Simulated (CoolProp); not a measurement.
R365MFC along the isobar 9.03 MPa: Z from the reference equation and from simpler models built on Tc = 460.0 K, pc = 3.266 MPa, ω = 0.377; each cubic takes its own stable root.

Values from CoolProp's reference Helmholtz-energy equation of state, Lemmon 2016.

| T (K) | phase | reference |
|---|---|---|
| 382.2 | liquid | 0.3825 |
| 391.8 | liquid | 0.3811 |
| 401.5 | liquid | 0.3804 |
| 411.1 | liquid | 0.3805 |
| 420.8 | liquid | 0.3815 |
| 430.5 | liquid | 0.3834 |
| 440.1 | liquid | 0.3864 |
| 449.8 | liquid | 0.3908 |
| 459.4 | liquid | 0.3966 |
| 469.1 | supercritical | 0.4043 |

### Question
How far does each simpler model (van der Waals, Soave-Redlich-Kwong, Peng-Robinson) lie from the reference over these 10 states: mean and median of the absolute difference, and the worst?

### Answer
- van der Waals: mean 46.0 %, median 46.8 %, worst +52.6 % at 382.2 K and 9.03 MPa
- Soave-Redlich-Kwong: mean 9.7 %, median 9.5 %, worst +12.4 % at 469.1 K and 9.03 MPa
- Peng-Robinson: mean 2.4 %, median 2.5 %, worst -4.4 % at 382.2 K and 9.03 MPa
